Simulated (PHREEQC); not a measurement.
Na2SO4 is added in steps, without added water, to 1 kg of water holding 0.0032 mol HNO3, 0.0017 mol ZnSO4 and 0.0003 mol MgCl2, at 25 °C. Oxygen is held at 0.21 atm. CO2 from the air is kept out. Only these solids could form: Brucite, Zincite(c), Zn4(OH)6SO4, Zn5(OH)8Cl2, Halite, Mirabilite, Epsomite, Goslarite.

Base run: PHREEQC, ion-association model, wateq4f.dat. Each further column changes one thing. The table gives HSO4- (mol/kgw).

```tsv
Na2SO4 added (mol)	base	MgCl2 from 0.0003 to 0.00045 mol/kgw	diluted 2-fold with water	no solid may form
0	0.000240	0.000237	7.65e-5	0.000240
0.00064	0.000319	0.000315	0.000127	0.000319
0.00096	0.000356	0.000352	0.000150	0.000356
0.0016	0.000426	0.000422	0.000192	0.000426
0.00192	0.000460	0.000455	0.000212	0.000460
0.00256	0.000523	0.000518	0.000249	0.000523
0.00288	0.000553	0.000548	0.000266	0.000553
0.00352	0.000611	0.000606	0.000299	0.000611
0.00384	0.000638	0.000633	0.000314	0.000638
0.00448	0.000690	0.000685	0.000343	0.000690
0.0048	0.000715	0.000710	0.000357	0.000715
0.00544	0.000763	0.000758	0.000383	0.000763
0.00576	0.000786	0.000781	0.000395	0.000786
0.0064	0.000829	0.000824	0.000419	0.000829
```
